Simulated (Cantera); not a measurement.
An isothermal, constant-pressure homogeneous reactor starts with 21.7 % NH₃, 78.3 % H₂, at 2025 K and 12.8 Torr.

Detailed kinetics in Cantera: the gas-phase N/H chemistry of the illustrative SiF4/NH3 mechanism in the Surface Chemkin manual (1991). Walls and surfaces, which speed up NH3 decomposition in real reactors, are not modelled.

x: mole fraction; the columns are a selection and need not sum to one.

| t (s) | x NH₃ | x H₂ | x N₂ | x N | x N₂H₂ | x H |
|---|---|---|---|---|---|---|
| 5.00e-5 | 0.217 | 0.783 | <1e-12 | <1e-12 | 3.34e-12 | 2.89e-6 |
| 0.000126 | 0.217 | 0.783 | 1.02e-11 | <1e-12 | 3.46e-11 | 7.28e-6 |
| 0.000316 | 0.217 | 0.783 | 4.61e-10 | 2.08e-11 | 2.93e-10 | 1.83e-5 |
| 0.000793 | 0.217 | 0.783 | 1.42e-8 | 3.71e-10 | 2.25e-9 | 4.60e-5 |
| 0.00199 | 0.217 | 0.783 | 3.50e-7 | 6.08e-9 | 1.79e-8 | 0.000115 |
| 0.00501 | 0.217 | 0.782 | 8.46e-6 | 9.17e-8 | 1.58e-7 | 0.000285 |
| 0.0126 | 0.216 | 0.782 | 0.000190 | 8.72e-7 | 1.10e-6 | 0.000612 |
| 0.0316 | 0.213 | 0.784 | 0.00157 | 1.59e-6 | 1.84e-6 | 0.000758 |
| 0.0795 | 0.204 | 0.790 | 0.00534 | 1.60e-6 | 1.75e-6 | 0.000776 |
| 0.200 | 0.183 | 0.802 | 0.0140 | 1.61e-6 | 1.53e-6 | 0.000815 |
| 0.502 | 0.141 | 0.827 | 0.0313 | 1.60e-6 | 1.11e-6 | 0.000912 |
| 1.26 | [?] | 0.864 | [?] | 1.59e-6 | [?] | [?] |
| 3.17 | [?] | 0.898 | [?] | 1.61e-6 | [?] | [?] |
| 7.96 | 0.000129 | 0.902 | 0.0888 | 1.28e-6 | 3.18e-10 | 0.00924 |
| 20.0 | 2.61e-6 | 0.897 | 0.0887 | 9.22e-8 | <1e-12 | 0.0141 |

Task: What belongs in the gaps?

Result: 
- 1.26, x NH₃: 0.0765
- 1.26, x N₂: 0.0577
- 1.26, x N₂H₂: 5.34e-7
- 1.26, x H: 0.00115
- 3.17, x NH₃: 0.0189
- 3.17, x N₂: 0.0814
- 3.17, x N₂H₂: 1.11e-7
- 3.17, x H: 0.00190
